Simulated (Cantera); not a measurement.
**Pyrogenic steam for wet oxidation**

An isothermal, constant-pressure homogeneous reactor starts with 18.3 % H2, 21.5 % O2, 60.2 % N2, equivalence ratio 0.42, at 1273 K and 210 Torr.

Cantera simulation using the H2/O2 subset of GRI-Mech 3.0, which has no nitrogen chemistry; the numbers are that mechanism's predictions, not measurements. The temperature is held fixed by assumption; the heat of reaction is taken as removed at once.

```json
[
 {"t (s)": "2.00e-6", "x H2": "0.183", "x O2": "0.215", "x OH": "4.87e-10", "x H2O2": "3.17e-12", "x H2O": "4.76e-10", "x H": "5.39e-9"},
 {"t (s)": "8.13e-6", "x H2": "0.183", "x O2": "0.215", "x OH": "5.19e-9", "x H2O2": "5.26e-11", "x H2O": "1.99e-8", "x H": "3.40e-8"},
 {"t (s)": "3.30e-5", "x H2": "0.183", "x O2": "0.215", "x OH": "5.07e-7", "x H2O2": "1.13e-9", "x H2O": "3.83e-6", "x H": "3.01e-6"},
 {"t (s)": "0.000134", "x H2": "0.0181", "x O2": "0.136", "x OH": "0.00751", "x H2O2": "2.79e-6", "x H2O": "0.139", "x H": "0.0553"},
 {"t (s)": "0.000546", "x H2": "0.00189", "x O2": "0.135", "x OH": "0.00218", "x H2O2": "2.56e-6", "x H2O": "0.197", "x H": "0.00128"},
 {"t (s)": "0.00222", "x H2": "7.77e-5", "x O2": "0.136", "x OH": "0.000424", "x H2O2": "5.02e-7", "x H2O": "0.201", "x H": "9.82e-6"},
 {"t (s)": "0.00902", "x H2": "5.87e-6", "x O2": "0.136", "x OH": "0.000130", "x H2O2": "9.50e-8", "x H2O": "0.201", "x H": "2.69e-7"},
 {"t (s)": "0.0366", "x H2": "8.46e-7", "x O2": "0.136", "x OH": "5.28e-5", "x H2O2": "2.10e-8", "x H2O": "0.201", "x H": "1.76e-8"},
 {"t (s)": "0.149", "x H2": "1.77e-7", "x O2": "0.136", "x OH": "2.47e-5", "x H2O2": "5.30e-9", "x H2O": "0.201", "x H": "1.81e-9"},
 {"t (s)": "0.605", "x H2": "6.37e-8", "x O2": "0.136", "x OH": "1.45e-5", "x H2O2": "2.01e-9", "x H2O": "0.201", "x H": "3.96e-10"},
 {"t (s)": "2.46", "x H2": "5.52e-8", "x O2": "0.136", "x OH": "1.34e-5", "x H2O2": "1.74e-9", "x H2O": "0.201", "x H": "3.19e-10"},
 {"t (s)": "10.0", "x H2": "5.52e-8", "x O2": "0.136", "x OH": "1.34e-5", "x H2O2": "1.74e-9", "x H2O": "0.201", "x H": "3.19e-10"}
]
```
x: mole fraction; the columns are a selection and need not sum to one.

Equilibrium at this temperature and pressure: H2 5.52e-8, O2 0.136, OH 1.34e-5, H2O2 1.74e-9, H2O 0.201, H 3.19e-10 (gas phase only).
